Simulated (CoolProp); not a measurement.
Vapour pressure (MPa) of octamethyltrisiloxane (MDM): the reference equation beside estimates from Tc = 565.4 K, pc = 1.438 MPa, ω = 0.528. Clausius-Clapeyron is anchored at 426.8 K with a constant enthalpy of vaporisation of 35.96 kJ/mol.

The numbers come from the reference Helmholtz-energy equation of state, Thol 2017 in CoolProp.

| T (K) | reference | Lee-Kesler | Clausius-Clapeyron | van der Waals | Soave-Redlich-Kwong | Peng-Robinson |
|---|---|---|---|---|---|---|
| 285.4 | 0.0002066 | 0.0002266 | 0.0006893 | 0.04261 | 0.0002284 | 0.0002631 |
| 320.8 | 0.001927 | 0.001980 | ___ | 0.08978 | 0.001989 | ___ |
| 356.1 | 0.01027 | 0.01028 | 0.01397 | 0.1644 | 0.01028 | 0.01071 |
| 391.4 | 0.03741 | 0.03710 | 0.04177 | 0.2723 | 0.03709 | 0.03763 |
| 426.8 | 0.1045 | 0.1034 | 0.1045 | 0.4191 | 0.1038 | ___ |
| 462.1 | ___ | 0.2378 | 0.2266 | 0.6081 | 0.2403 | 0.2381 |
| 497.4 | 0.4805 | 0.4771 | 0.4402 | 0.8435 | 0.4854 | 0.4800 |
| 532.8 | 0.8733 | 0.8719 | 0.7845 | 1.129 | 0.8862 | ___ |

Problem. Fill in the missing entries.

Solution. 
- 320.8, Clausius-Clapeyron: 0.003670
- 320.8, Peng-Robinson: 0.002155
- 426.8, Peng-Robinson: 0.1037
- 462.1, reference: 0.2401
- 532.8, Peng-Robinson: 0.8792

Absolute difference from the reference over all 8 rows, mean and median: Lee-Kesler 2.0 and 0.9 %, Clausius-Clapeyron 49.5 and 10.9 %, van der Waals 3471.4 and 464.5 %, Soave-Redlich-Kwong 2.2 and 0.9 %, Peng-Robinson 5.8 and 0.8 %.
